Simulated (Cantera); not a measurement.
# Equilibrium for silicon nitride deposition: Si2Cl6 + NH3 + H2

Input: 1 mol Si2Cl6, 1.2 mol NH3, 25 mol H2, equilibrated at 1250 K.

Equilibrium computed with Cantera from the NASA thermochemical tables; the gas is ideal and each condensed phase is pure. Candidate condensed phases: NH4Cl, Si, Si3N4; 28 gas species. The feed counts by its element totals alone. The tables' values for SiCl3 are old estimates; treat these amounts as uncertain. The numbers say what is thermodynamically allowed, not how fast it happens.

From 5.00e-5 bar to 1.00 bar the condensed part is Si3N4(s). The main Si-bearing gas is SiCl2 at 5.00e-5 bar and SiCl4 at 1.00 bar.

| P (Pa) | x H2 | x HCl | x SiCl2 | x SiCl4 | x SiHCl3 | n Si3N4(s) |
|---|---|---|---|---|---|---|
| 5 | 0.838 | 0.118 | 0.0401 | 7.29e-5 | 1.84e-5 | 0.260 |
| 17 | 0.838 | 0.123 | 0.0370 | 0.000246 | 5.97e-5 | 0.285 |
| 59 | 0.839 | 0.123 | 0.0345 | 0.000798 | 0.000194 | 0.295 |
| 210 | 0.843 | 0.119 | 0.0310 | 0.00238 | 0.000600 | 0.299 |
| 710 | 0.851 | 0.111 | 0.0255 | 0.00571 | 0.00156 | 0.300 |
| 2400 | 0.863 | 0.0995 | 0.0181 | 0.0108 | 0.00333 | 0.300 |
| 8400 | 0.875 | 0.0871 | 0.0104 | 0.0164 | 0.00587 | 0.300 |
| 29000 | 0.884 | 0.0780 | 0.00479 | 0.0207 | 0.00837 | 0.300 |
| 100000 | 0.889 | 0.0729 | 0.00179 | 0.0233 | 0.0101 | 0.300 |
x: gas mole fraction; n: condensed amount in mol.
